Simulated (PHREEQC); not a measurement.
Dissolve 0.11 mol NiCl2, 0.00019 mol NaOH and 0.0024 mol MnSO4 per kg of water at 25 °C. It is in equilibrium with CO2 at log p = -3.5 (atm). Otherwise closed; pH follows from the charge balance.

Model: ion-association model, wateq4f.dat, run in PHREEQC.

Each row changes one thing in this solution. This is a speciation only: nothing precipitates in the calculation.

```csv
case,pH,ionic strength (mol/kgw),Cl- (mol/kgw),CO2 (mol/kgw),HCO3- (mol/kgw)
as made,6.12,0.296,0.199,1.01e-5,8.70e-6
NaOH from 0.00019 to 0.000209 mol/kgw,6.14,0.296,0.199,1.01e-5,9.18e-6
temperature from 25 to 55 °C,6.12,0.298,0.200,5.26e-6,5.42e-6
0.0079 mol/kgw H2SO4 added,1.96,[?],0.200,1.00e-5,6.00e-10
NiCl2 replaced by FeCl3 at the same molality,1.87,[?],0.252,[?],[?]
0.057 mol/kgw HNO3 added,1.36,0.354,0.199,9.92e-6,1.54e-10
MnSO4 left out,6.12,0.292,0.199,1.01e-5,8.64e-6
NaOH left out,5.21,0.296,0.199,1.01e-5,1.08e-6
temperature from 25 to 70 °C,6.09,0.300,0.201,4.21e-6,3.88e-6
```

### Question
Some entries are withheld; supply them.

### Answer

- 0.0079 mol/kgw H2SO4 added, ionic strength (mol/kgw): 0.304
- NiCl2 replaced by FeCl3 at the same molality, ionic strength (mol/kgw): 0.426
- NiCl2 replaced by FeCl3 at the same molality, CO2 (mol/kgw): 9.76e-6
- NiCl2 replaced by FeCl3 at the same molality, HCO3- (mol/kgw): 5.03e-10

Species that the database lacks are ignored. Some of these states are supersaturated (in Hematite (slow to form), Goethite (slow to form), for instance). At this temperature some constants are extrapolated from 25 °C, and those without enthalpy data are left unchanged.
